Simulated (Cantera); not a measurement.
Input (Python, Cantera) and output of one run.

```python
import numpy as np
import cantera as ct

gas_names = """
    HCL SiCL2 SiH4 SiH3CL H2
""".split()
cond_names = """
    Si(cr) Si(L)
""".split()


def load(file, names, dense=False):
    # The tables refer to 1 bar. Condensed volumes are neglected.
    table = {s.name: s for s in ct.Species.list_from_file(file)}
    out = []
    for n in names:
        d = dict(table[n].input_data)
        d["thermo"] = dict(d["thermo"], **{"reference-pressure": 1e5})
        if dense:
            d["equation-of-state"] = {"model": "constant-volume", "density": "1e6 g/cm^3"}
        out.append(ct.Species.from_dict(d))
    return out


species = {s.name: s for s in load("nasa_gas.yaml", gas_names) + load("nasa_condensed.yaml", cond_names)}
# Each term lists the table entries of one substance; the one whose range holds T is used.
reactions = {
    'HCl(g) + SiCl2(g) + 2 SiH4(g) = 3 SiH3Cl(g)':
        [(-1, ['HCL']), (-1, ['SiCL2']), (-2, ['SiH4']), (3, ['SiH3CL'])],
    '2 H2(g) + Si = SiH4(g)':
        [(-2, ['H2']), (-1, ['Si(cr)', 'Si(L)']), (1, ['SiH4'])],
}


def pick(names, T):
    return next(species[n] for n in names if species[n].thermo.min_temp <= T <= species[n].thermo.max_temp)


results = []
for label, terms in reactions.items():
    print(label)
    print("     T/K   dH/kJ  dS/(J/K)   dG/kJ   log10 K")
    for T in [848, 948, 1048, 1148, 1248, 1348, 1448]:
        used = [(nu, pick(names, T)) for nu, names in terms]
        dH = sum(nu * s.thermo.h(T) for nu, s in used) / 1e6
        dS = sum(nu * s.thermo.s(T) for nu, s in used) / 1e3
        dG = dH - T * dS / 1e3
        logK = -dG * 1e6 / (ct.gas_constant * T * np.log(10))
        results.append((label, T, dH, dS, dG, logK, [s.name for _, s in used]))
        print(f"{T:8g} {dH:8.1f} {dS:8.1f} {dG:8.1f} {logK:8.2f}")
```

Result:

```
HCl(g) + SiCl2(g) + 2 SiH4(g) = 3 SiH3Cl(g)
     T/K   dH/kJ  dS/(J/K)   dG/kJ   log10 K
     848   -232.1   -125.0   -126.1     7.77
     948   -231.2   -124.0   -113.6     6.26
    1048   -230.1   -123.0   -101.3     5.05
    1148   -229.1   -122.0    -89.0     4.05
    1248   -228.0   -121.1    -76.9     3.22
    1348   -226.9   -120.2    -64.8     2.51
    1448   -225.8   -119.4    -52.8     1.91
2 H2(g) + Si = SiH4(g)
     T/K   dH/kJ  dS/(J/K)   dG/kJ   log10 K
     848     23.6    -98.6    107.2    -6.60
     948     23.1    -99.2    117.1    -6.45
    1048     22.8    -99.4    127.0    -6.33
    1148     22.7    -99.5    137.0    -6.23
    1248     22.7    -99.5    146.9    -6.15
    1348     22.8    -99.5    156.9    -6.08
    1448     23.0    -99.3    166.8    -6.02
```

Source: NASA polynomial tables (part measured, part estimated), evaluated in Cantera. Condensed species are held in their standard states even where they would react or evaporate.
